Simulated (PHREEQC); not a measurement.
**Buffer: an equilibrium model**

Make-up at 25 °C: 0.038 mol NaH2PO4 and 0.013 mol Na2HPO4 per kg of water. Closed to the air; pH follows from the charge balance.

Equilibrium calculation in PHREEQC: ion-association model, phreeqc.dat.

Precipitation was switched off in this run.

Problem. Estimate the pH, ionic strength.

Solution. pH 6.43; ionic strength 0.0757 mol/kgw.

Problem. In which forms is P present?

Solution. H2PO4- 75 %, HPO4-2 24 %, NaHPO4- 1.2 % of the P.

Species that the database lacks are ignored.
